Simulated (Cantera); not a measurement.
**Premixed flame**

A freely propagating, adiabatic, planar premixed flame of 36.5 % CO, 3.37 % H2, 0.926 % CH4, 16.0 % O2, 43.2 % N2, equivalence ratio 1.4, unburnt at 450 K and 0.133 bar; mixture-averaged transport, grid criteria slope 0.08 and curve 0.16, no radiation.

Detailed kinetics in Cantera: GRI-Mech 3.0 (53 species, 325 reactions). Burning velocities carry a grid error of a few per cent, more on coarse grids.

```tsv
z (mm)	T (K)	u (m/s)	x CO	x H2	x CH4	x CH2O	x C2H6	x NO2
-17.7	450	1.88	0.365	0.0337	0.00926	<1e-8	<1e-8	<1e-8
-11.8	450	1.88	0.365	0.0337	0.00926	<1e-8	<1e-8	<1e-8
-8.84	450	1.88	0.365	0.0337	0.00926	<1e-8	<1e-8	<1e-8
-5.89	450	1.88	0.365	0.0337	0.00926	<1e-8	<1e-8	<1e-8
-2.95	456	1.90	0.365	0.0335	0.00926	5.01e-7	<1e-8	<1e-8
-1.47	617	2.57	0.357	0.0317	0.00906	6.38e-6	2.56e-7	<1e-8
0	1057	4.39	0.326	0.0200	0.00254	5.95e-5	1.91e-7	<1e-8
1.47	1334	5.45	0.263	0.00671	3.32e-6	2.23e-7	<1e-8	<1e-8
2.95	1468	5.90	0.223	0.00605	<1e-8	<1e-8	<1e-8	<1e-8
5.89	1599	6.34	0.203	0.00703	<1e-8	<1e-8	<1e-8	<1e-8
11.8	1733	6.80	0.204	0.00765	<1e-8	<1e-8	<1e-8	<1e-8
23.6	1889	7.32	0.204	0.00773	<1e-8	<1e-8	<1e-8	<1e-8
47.1	2054	7.86	0.199	0.00731	<1e-8	<1e-8	<1e-8	<1e-8
```
x: mole fraction of selected species; z is measured from the peak of heat release.

The laminar burning velocity comes out as 188 cm/s and the thermal thickness is 5.89 mm. The peak x(CH2O) is 6.51e-5 and the peak x(C2H6) is 7.22e-7. The grid points is 185.
